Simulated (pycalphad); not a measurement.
# Effect of Mn content in Ti-Si-Mn

CALPHAD calculation (pycalphad, COST 507 light-alloy database (1999)), 1 atm. The database dates from 1999; later assessments differ in places, in temperatures and in the compounds included. Not assessed as a whole: an extrapolation from subsystems, which can miss ternary compounds. Phase fractions are per mole of atoms. Diffusion is slow at the low end, where real alloys seldom reach equilibrium.

Question: One of these alloys has its liquidus at 1492 °C, its solidus at 1319 °C, and holds hcp 0.74, ALPHA_TIMN 0.24, SITI3 0.02 at 527 °C. Which?
A) Ti-0.87Si-4.57Mn (at.%)
B) Ti-0.87Si-6.1Mn (at.%)
C) Ti-0.87Si-3.05Mn (at.%)
D) Ti-0.87Si-12.2Mn (at.%)
E) Ti-0.87Si-9.15Mn (at.%)
F) Ti-0.87Si-18.3Mn (at.%)

Answer: D, Ti-0.87Si-12.2Mn (at.%). The others: Ti-0.87Si-3.05Mn (at.%), liquidus 1613, solidus 1484; Ti-0.87Si-4.57Mn (at.%), liquidus 1593, solidus 1452; Ti-0.87Si-6.1Mn (at.%), liquidus 1573, solidus 1422; Ti-0.87Si-9.15Mn (at.%), liquidus 1533, solidus 1367; Ti-0.87Si-18.3Mn (at.%), liquidus 1407, solidus 1241

Database names, with the compositions (at.%) that they take in these runs: SITI3: Ti 75 Si 25; ALPHA_TIMN: Ti 50 Mn 50.
